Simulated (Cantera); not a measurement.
What does this Cantera script print?

```python
import numpy as np
import cantera as ct

gas = ct.Solution("gri30.yaml")
gas.TP = 300, 190000
flame = ct.CounterflowDiffusionFlame(gas, width=0.02)
flame.fuel_inlet.X, flame.fuel_inlet.T = {'CH4': 1, 'C2H6': 0.072, 'C3H8': 0.045}, 300
flame.oxidizer_inlet.X, flame.oxidizer_inlet.T = {'O2': 0.27, 'N2': 0.73}, 723
flame.set_refine_criteria(ratio=3, slope=0.12, curve=0.24, prune=0.03)
show = ['OH', 'H', 'NO', 'CO', 'C2H2']

rows = []
print(f"{'mdot':>8s}{'a_max':>10s}{'a_mean':>10s}{'Tmax/K':>9s}" + "".join(f"{s:>11s}" for s in show) + "   (peak mole fractions)")
for i, mdot in enumerate([0.47, 0.67, 0.93, 1.3, 1.8, 2.6, 3.6, 5.1, 7.1, 9.9]):  # kg/m2/s on the oxidiser side
    flame.oxidizer_inlet.mdot, flame.fuel_inlet.mdot = mdot, 1.5 * mdot
    flame.solve(loglevel=0, auto=(i == 0))
    if flame.T.max() < max(300, 723) + 100:
        print(f"{mdot:8.3g}  no burning solution found from the previous one")
        break
    dT = np.abs(np.gradient(flame.T, flame.grid))
    rows.append([flame.strain_rate("max"), flame.strain_rate("mean"), flame.T.max(),
                 *(flame.X[gas.species_index(s)].max() for s in show), max(dT[0], dT[-1]) / dT.max()])
    print(f"{mdot:8.3g}{rows[-1][0]:10.1f}{rows[-1][1]:10.1f}{rows[-1][2]:9.1f}" + "".join(f"{x:11.3e}" for x in rows[-1][3:-1]))
```

Result:

```
    mdot     a_max    a_mean   Tmax/K         OH          H         NO         CO       C2H2   (peak mole fractions)
    0.47     293.6      51.2   2508.8  1.533e-02  5.593e-03  1.030e-03  9.791e-02  2.747e-02
    0.67     406.8      72.9   2480.8  1.547e-02  5.811e-03  8.568e-04  9.505e-02  2.694e-02
    0.93     550.8     101.2   2457.8  1.566e-02  6.082e-03  7.467e-04  9.291e-02  2.641e-02
     1.3     750.4     141.5   2433.9  1.577e-02  6.355e-03  6.530e-04  9.070e-02  2.569e-02
     1.8    1013.7     195.9   2413.5  1.584e-02  6.632e-03  5.769e-04  8.877e-02  2.489e-02
     2.6    1425.8     283.0   2394.2  1.586e-02  6.956e-03  5.029e-04  8.685e-02  2.396e-02
     3.6    1930.4     391.9   2377.0  1.579e-02  7.221e-03  4.411e-04  8.521e-02  2.298e-02
     5.1    2669.1     555.1   2356.0  1.554e-02  7.449e-03  3.754e-04  8.353e-02  2.165e-02
     7.1    3631.6     772.8   2333.4  1.517e-02  7.604e-03  3.135e-04  8.214e-02  2.023e-02
     9.9    4953.5    1077.6   2308.8  1.468e-02  7.700e-03  2.532e-04  8.099e-02  1.862e-02
```

Model: GRI-Mech 3.0 (53 species, 325 reactions), integrated in Cantera. GRI-Mech 3.0 has no aromatics or soot, which form on the fuel side of real flames. The maximum strain rate includes the flame's own expansion and is several times the mean.
